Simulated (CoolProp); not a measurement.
Vapour-liquid equilibrium of dimethyl ether (1) + methanol (2) at 0.955 bar; x and y are mole fractions of (1).

The numbers come from the multi-fluid Helmholtz-energy mixture model, Wu 2011 and de Reuck 1993; pair parameters Bell 2016 in CoolProp.

### Question
Give the bubble temperature and the first vapour's composition at x = 0.05, 0.2, 0.65. Is there an azeotrope?

### Answer
x = 0.05: 305.0 K, y = 0.755; x = 0.2: 270.4 K, y = 0.968; x = 0.65: 253.3 K, y = 0.992. No azeotrope shows between x = 0.05 and 0.95.

The pair parameters rest on a limited set of measurements; away from them the model extrapolates. With so large a gap from Raoult's law the liquid may split in two, which this calculation doesn't test in full.
